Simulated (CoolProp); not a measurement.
Vapour-liquid equilibrium of propylene (1) + isobutane (2) at 2.53 bar; x and y are mole fractions of (1).

Computed with CoolProp (multi-fluid Helmholtz-energy mixture model, Lemmon 2013 and Bücker 2006; pair parameters Bell 2016).

```csv
x,bubble temperature (°C),y at the bubble point,dew temperature at overall composition x (°C),liquid density (mol/L)
0.05,9.7,0.167,12.9,9.902
0.2,1.7,0.438,8.8,10.44
0.35,-3.5,0.600,4.4,10.98
0.5,-8.3,0.736,-0.3,11.57
0.65,-13.4,0.855,-5.2,12.21
0.8,-18.8,0.943,-10.8,12.90
0.95,-23.9,0.992,-19.4,13.60
```

No azeotrope shows between x = 0.05 and 0.95.

The pair parameters rest on a limited set of measurements; away from them the model extrapolates. The gap from Raoult's law changes sign with composition, which may be real or a fault of the pair parameters; it wasn't checked against measurements.
